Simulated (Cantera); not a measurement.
A Cantera script and its output.

```python
import numpy as np
import cantera as ct

gas = ct.Solution("gri30.yaml")
gas.TPX = 1773, 100000, {'H2': 1, 'O2': 0.82, 'N2': 3.08}
reactor = ct.IdealGasConstPressureReactor(gas, energy="on", clone=False)
net = ct.ReactorNet([reactor])
net.rtol, net.atol = 1e-08, 1e-16
show = ['H2', 'O2', 'NO', 'H', 'H2O']
times = np.geomspace(3e-06, 4, 11)

steps = ct.SolutionArray(gas, extra=["t"])
rows = []
print(f"{'t/s':>10s}{'T/K':>9s}{'P/Pa':>11s}" + "".join(f"{s:>11s}" for s in show))
for t in times:
    while net.time < t:
        t_next = net.step()
        steps.append(gas.state, t=t_next)
    rows.append([np.interp(t, steps.t, y) for y in (steps.T, steps.P, *steps(*show).X.T)])
    print(f"{t:10.3e}{rows[-1][0]:9.1f}{rows[-1][1]:11.4g}" + "".join(f"{x:11.3e}" for x in rows[-1][2:]))
rate = np.gradient(steps.T, steps.t)
print("integrator steps:", len(steps.t))
if steps.T.max() > steps.T[0] + 200:
    print(f"time of steepest temperature rise: {steps.t[rate.argmax()]:.4e} s")
gas.TPX = 1773, 100000, {'H2': 1, 'O2': 0.82, 'N2': 3.08}
gas.equilibrate("HP")
print(f"equilibrium (HP): T = {gas.T:.1f} K  " + "  ".join(f"{s} {gas[s].X[0]:.3e}" for s in show))
```

Output:

```
       t/s      T/K       P/Pa         H2         O2         NO          H        H2O
 3.000e-06   1773.1      1e+05  2.035e-01  1.670e-01  1.876e-11  3.424e-04  4.113e-04
 1.229e-05   1992.9      1e+05  3.110e-02  7.146e-02  1.872e-05  6.263e-02  1.316e-01
 5.036e-05   2438.2      1e+05  2.532e-02  6.687e-02  1.463e-04  2.865e-02  1.578e-01
 2.063e-04   2767.5      1e+05  1.541e-02  6.502e-02  1.511e-03  1.010e-02  1.835e-01
 8.455e-04   2776.5      1e+05  1.487e-02  6.253e-02  7.375e-03  9.275e-03  1.854e-01
 3.464e-03   2768.6      1e+05  1.490e-02  5.882e-02  1.611e-02  9.001e-03  1.862e-01
 1.419e-02   2767.7      1e+05  1.490e-02  5.837e-02  1.717e-02  8.967e-03  1.863e-01
 5.815e-02   2767.7      1e+05  1.490e-02  5.837e-02  1.717e-02  8.967e-03  1.863e-01
 2.383e-01   2767.7      1e+05  1.490e-02  5.837e-02  1.717e-02  8.967e-03  1.863e-01
 9.763e-01   2767.7      1e+05  1.490e-02  5.837e-02  1.717e-02  8.967e-03  1.863e-01
 4.000e+00   2767.7      1e+05  1.490e-02  5.837e-02  1.717e-02  8.967e-03  1.863e-01
integrator steps: 1252
time of steepest temperature rise: 6.4935e-06 s
equilibrium (HP): T = 2767.7 K  H2 1.490e-02  O2 5.837e-02  NO 1.717e-02  H 8.967e-03  H2O 1.863e-01
```

Computed with Cantera and GRI-Mech 3.0 (53 species, 325 reactions).
